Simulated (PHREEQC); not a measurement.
Copper plating or etch bath

Make-up at 25 °C: 78 mmol/kgw CuCl2, 0.051 mmol/kgw HCl, 6.8 mmol/kgw NaCl and 3.7 mmol/kgw CO2. Closed to the air; pH follows from the charge balance.

Model: ion-association model, phreeqc.dat, run in PHREEQC.

| Quantity | Result |
|---|---|
| pH | 3.77 |
| ionic strength | 0.222 mol/kgw |
| density | 1.007 g/cm³ |
| total alkalinity | -0.0510 meq/kg |

```csv
species,molality,activity,log γ
Cl-,0.153,0.108,-0.150
Cu+2,0.0686,0.0218,-0.498
CuCl+,0.00894,0.00635,-0.148
Na+,0.00680,0.00505,-0.129
CO2,0.00354,0.00373,0.022
CuCl2,0.000352,0.000370,0.022
H+,0.000214,0.000170,-0.100
CuHCO3+,0.000143,0.000106,-0.129
HCO3-,1.31e-5,9.72e-6,-0.131
```

Precipitation was switched off in this run.
